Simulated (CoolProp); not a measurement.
Vapour-liquid equilibrium of dimethyl ether (1) + n-hexane (2) at 201 kPa; x and y are mole fractions of (1).

Model: multi-fluid Helmholtz-energy mixture model, Wu 2011 and Thol 2019; pair parameters Bell 2016, in CoolProp.

**Question.** Give the bubble temperature and the first vapour's composition at x = 0.05, 0.65, 0.8. Is there an azeotrope?

**Answer.** x = 0.05: 70.4 °C, y = 0.475; x = 0.65: 1.7 °C, y = 0.983; x = 0.8: -2.5 °C, y = 0.991. No azeotrope shows between x = 0.05 and 0.95.

Pair parameters are fitted to limited data, so mixtures are less certain than the pure fluids.
